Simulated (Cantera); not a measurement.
A closed system holds: 1 mol SiCl4, 0.18 mol C2H2, 1.3 mol H2, 1.1 mol C2H4, equilibrated at 1375 K and 51000 Pa.

These are equilibrium values from Cantera (NASA tables, ideal gas, pure condensed phases), not measurements of a reactor. Candidate condensed phases: C, C6H6, C7H8, C8H18, Si, SiC; 109 gas species. The tables' values for SiCl3 are old estimates; treat these amounts as uncertain. Rates play no part.

Base state: H2 0.514, HCl 0.382, SiCl4 0.0842, SiCl3 0.00801, SiHCl3 0.00723, SiCl2 0.00350, CH4 0.000671, SiH2Cl2 9.19e-5 (mole fractions); condensed: C(graphite) + SiC(s).

What changes in the equilibrium state with this change: SiCl4 replaced by SiH4?


| species | before | after |
|---|---|---|
| H2 | 0.514 | 0.997 |
| CH4 | 0.000671 | 0.00253 |
| HCl | 0.382 | 0 |
| SiCl4 | 0.0842 | 0 |
| SiCl3 | 0.00801 | 0 |
| SiHCl3 | 0.00723 | 0 |
| SiCl2 | 0.00350 | 0 |
| C(graphite), mol | 2.09 | 1.55 |
| SiC(s), mol | 0.466 | 1.00 |
